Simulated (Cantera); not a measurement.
A Cantera script and what it prints.

```python
import numpy as np
import cantera as ct

gas_names = """
    CL CL2 H HCL H2 Si SiCL SiCL2 SiCL3 SiCL4 SiH SiHCL3 SiH2 SiH2CL2 SiH3 SiH3CL SiH4 Si2 Si3
""".split()
cond_names = """
    Si(cr) Si(L)
""".split()


# ... load() reads the species with a 1 bar reference pressure and builds the phases ...
atoms = {
    'SiHCl3': {'Si': 1, 'H': 1, 'CL': 3},
    'HCl': {'H': 1, 'CL': 1},
    'H2': {'H': 2},
}
top_T = {}  # K; cautious upper limits of use, not melting points


# ... equilibrate(T, P, feed) seeds the gas with the atoms and calls Mixture.equilibrate('TP', solver="vcs", rtol=1e-11, max_steps=5000) ...
results = []
feed = {'SiHCl3': 1, 'HCl': 0.29, 'H2': 150}  # mol
P = 1000  # Pa
for T in [1175, 1275, 1375, 1475, 1575, 1675, 1775, 1875, 1975, 2075, 2175, 2275, 2375, 2475]:
    mix = equilibrate(T, P, feed)
    results.append((T, P, feed, dict(zip(mix.species_names, mix.species_moles))))

top = {s: max(r[3][s] / sum(r[3][g] for g in gas_names) for r in results) for s in gas_names}
cols = sorted((s for s in top if top[s] > 1e-06), key=lambda s: -top[s])[:5]
seen = [c for c in cond_names if any(r[3].get(c, 0) > 1e-12 for r in results)]
print("log10 of partial pressures in bar; condensed amounts in mol")
print(f"{'T/K':>10s}" + "".join(f"{s[:9]:>10s}" for s in cols + seen))
for T, P, feed, n in results:
    ng = sum(n[g] for g in gas_names)
    print(f"{T:10.4g}" + "".join(f"{np.log10(max(n[s] / ng * P / 1e5, 1e-99)):10.3f}" for s in cols)
          + "".join(f"{n.get(c, 0):10.4g}" for c in seen))
```

Output:

```
log10 of partial pressures in bar; condensed amounts in mol
       T/K        H2         H       HCL        Si        CL    Si(cr)     Si(L)
      1175    -2.009    -7.916    -3.714   -12.271    -9.680    0.8419         0
      1275    -2.009    -7.137    -3.711   -10.715    -8.910    0.8405         0
      1375    -2.009    -6.470    -3.713    -9.387    -8.256    0.8296         0
      1475    -2.009    -5.892    -3.717    -8.240    -7.691    0.8178         0
      1575    -2.009    -5.386    -3.720    -7.241    -7.197    0.8054         0
      1675    -2.009    -4.940    -3.723    -6.363    -6.761    0.7868         0
      1775    -2.010    -4.544    -3.719    -5.659    -6.367         0    0.7691
      1875    -2.012    -4.190    -3.717    -5.043    -6.015         0    0.6613
      1975    -2.017    -3.872    -3.719    -4.490    -5.701         0    0.2646
      2075    -2.023    -3.586    -3.707    -4.276    -5.402         0         0
      2175    -2.033    -3.328    -3.705    -4.244    -5.136         0         0
      2275    -2.049    -3.096    -3.718    -4.234    -4.906         0         0
      2375    -2.073    -2.887    -3.745    -4.236    -4.705         0         0
      2475    -2.110    -2.703    -3.788    -4.247    -4.531         0         0
```

Equilibrium computed with Cantera from the NASA thermochemical tables; the gas is ideal and each condensed phase is pure. The tables' values for SiCl, SiCl3 are old estimates; treat these amounts as uncertain. Gases not in the tables: Si2H6 and higher silanes.
